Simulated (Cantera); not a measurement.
Feed: 1 mol (CH₃)₂SiCl₂, 0.15 mol CH₄, 3 mol H₂, equilibrated at 98000 Pa.

These are equilibrium values from Cantera (NASA tables, ideal gas, pure condensed phases), not measurements of a reactor. Candidate condensed phases: C, C₆H₆, C₇H₈, C₈H₁₈, Si, SiC; 109 gas species. The feed counts by its element totals alone. Gases not in the tables: Si₂H₆ and higher silanes. Equilibrium is a limit: real reactors are often held back by kinetics, nucleation or transport.

Task: What share of the Si ends up in condensed phases as a function of T (K), at 1373, 1523, 1673, 1823, 1973, 2123, 2273, 2423, 2573?

Result: 
```json
[
 {"T (K)": "1373", "Si condensed (%)": "90.0", "as": "SiC(s)"},
 {"T (K)": "1523", "Si condensed (%)": "94.7", "as": "SiC(s)"},
 {"T (K)": "1673", "Si condensed (%)": "95.2", "as": "SiC(s)"},
 {"T (K)": "1823", "Si condensed (%)": "93.8", "as": "SiC(s)"},
 {"T (K)": "1973", "Si condensed (%)": "91.7", "as": "SiC(s)"},
 {"T (K)": "2123", "Si condensed (%)": "89.2", "as": "SiC(s)"},
 {"T (K)": "2273", "Si condensed (%)": "86.3", "as": "SiC(s)"},
 {"T (K)": "2423", "Si condensed (%)": "82.7", "as": "SiC(s)"},
 {"T (K)": "2573", "Si condensed (%)": "76.6", "as": "SiC(s)"}
]
```
